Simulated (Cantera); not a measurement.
A closed system holds: 1 mol CH₃SiCl₃, 0.012 mol C₂H₄, 1.2 mol H₂, held at 0.0260 bar.

Cantera equilibrium calculation (NASA polynomials, part measured and part estimated; ideal gas, pure solids and liquids). Candidate condensed phases: C, C₆H₆, C₇H₈, C₈H₁₈, Si, SiC; 109 gas species. The feed counts by its element totals alone. The tables' values for SiCl₃, SiCl are old estimates; treat these amounts as uncertain. Equilibrium is a limit: real reactors are often held back by kinetics, nucleation or transport.

x: gas mole fraction; n: condensed amount in mol.

```
T (K)  x HCl   x H₂  x SiCl₂       x H      x Cl  n C(graphite)  n SiC(s)
-----  -----  -----  -------  --------  --------  -------------  --------
1648   0.593  0.352   0.0437  0.000328  0.000433          0.251     0.773
1723   0.580  0.357   0.0542  0.000676  0.000850          0.284     0.740
1798   0.563  0.364   0.0645   0.00132   0.00156          0.320     0.704
1873   0.545  0.371   0.0745   0.00244   0.00271          0.356     0.667
1948   0.526  0.378      ___       ___       ___            ___     0.629
2023   0.505  0.384      ___       ___       ___          0.428     0.593
2098   0.484  0.389    0.100    0.0119    0.0109          0.461     0.558
```

Problem. Complete the blanks.

Solution. 
- 2023, x SiCl₂: 0.0924
- 2023, x H: 0.00730
- 2023, x Cl: 0.00713
- 1948, x SiCl₂: 0.0838
- 1948, x H: 0.00431
- 1948, x Cl: 0.00449
- 1948, n C(graphite): 0.393
